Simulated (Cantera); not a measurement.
**Adiabatic ignition**

An adiabatic, constant-pressure homogeneous reactor starts with 7.75 % CH4, 19.4 % O2, 72.9 % N2, equivalence ratio 0.80, at 1750 K and 1130 Torr.

Detailed kinetics in Cantera: GRI-Mech 3.0 (53 species, 325 reactions).

```csv
t (s),T (K),x CH4,x O2,x CO2,x CH2O,x C2H4,x CH2
3.00e-6,1750,0.0775,0.194,8.02e-10,7.93e-7,2.24e-9,9.25e-11
7.67e-6,1750,0.0774,0.194,1.03e-8,6.21e-6,6.04e-8,5.10e-10
1.96e-5,1750,0.0772,0.194,1.94e-7,5.32e-5,1.64e-6,4.51e-9
5.02e-5,1752,0.0755,0.193,7.89e-6,0.000569,6.79e-5,9.67e-8
0.000128,2569,<1e-12,0.0508,0.0384,1.95e-10,<1e-12,<1e-12
0.000328,2796,<1e-12,0.0463,0.0472,1.72e-10,<1e-12,<1e-12
0.000839,2794,<1e-12,0.0439,0.0474,1.73e-10,<1e-12,<1e-12
0.00215,2788,<1e-12,0.0415,0.0474,1.74e-10,<1e-12,<1e-12
0.00549,2786,<1e-12,0.0409,0.0474,1.74e-10,<1e-12,<1e-12
0.0140,2786,<1e-12,0.0409,0.0474,1.74e-10,<1e-12,<1e-12
0.0359,2786,<1e-12,0.0409,0.0474,1.74e-10,<1e-12,<1e-12
0.0918,2786,<1e-12,0.0409,0.0474,1.74e-10,<1e-12,<1e-12
0.235,2786,<1e-12,0.0409,0.0474,1.74e-10,<1e-12,<1e-12
0.600,2786,<1e-12,0.0409,0.0474,1.74e-10,<1e-12,<1e-12
```
x: mole fraction; the columns are a selection and need not sum to one.

| Property | Value |
|---|---|
| time of steepest temperature rise | 0.106 ms |
| temperature at 0.600 s | 2786 K |
| equilibrium temperature | 2786 K |
| x(CH4) at 0.600 s | <1e-12 (gas-phase equilibrium <1e-12) |
| x(O2) at 0.600 s | 0.0409 (gas-phase equilibrium 0.0409) |
| x(CO2) at 0.600 s | 0.0474 (gas-phase equilibrium 0.0474) |
